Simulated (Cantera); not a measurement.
A perfectly stirred reactor is fed with 6.76 % CH4, 19.6 % O2, 73.6 % N2, equivalence ratio 0.69, at 101000 Pa; it is adiabatic with a 600 K inlet, and is followed from long to short residence time, starting on the burning branch (τ in s: 0.064, 0.028, 0.012, 0.0052, 0.0023, 0.00098, 0.00042, 0.00018, 7.9e-05).

Detailed kinetics in Cantera: GRI-Mech 3.0 (53 species, 325 reactions).

Q: Predict: blow-out, bracketed by the residence times tried; x(CH4) at τ = 64.0 ms; x(O2) at τ = 64.0 ms; x(H) at τ = 64.0 ms; x(CH4) at τ = 2.30 ms; x(O2) at τ = 2.30 ms; x(C2H4) at τ = 2.30 ms; x(CH2CO) at τ = 2.30 ms; x(H) at τ = 2.30 ms.

A: 
```
Item                                                                               Value
------------------------------------------------  --------------------------------------
blow-out, bracketed by the residence times tried  burning at 79.0 µs, the shortest tried
x(CH4) at τ = 64.0 ms                                                            6.38e-6
x(O2) at τ = 64.0 ms                                                              0.0604
x(H) at τ = 64.0 ms                                                              7.28e-5
x(CH4) at τ = 2.30 ms                                                            6.35e-5
x(O2) at τ = 2.30 ms                                                              0.0621
x(C2H4) at τ = 2.30 ms                                                           1.16e-8
x(CH2CO) at τ = 2.30 ms                                                          1.22e-8
x(H) at τ = 2.30 ms                                                             0.000955
```
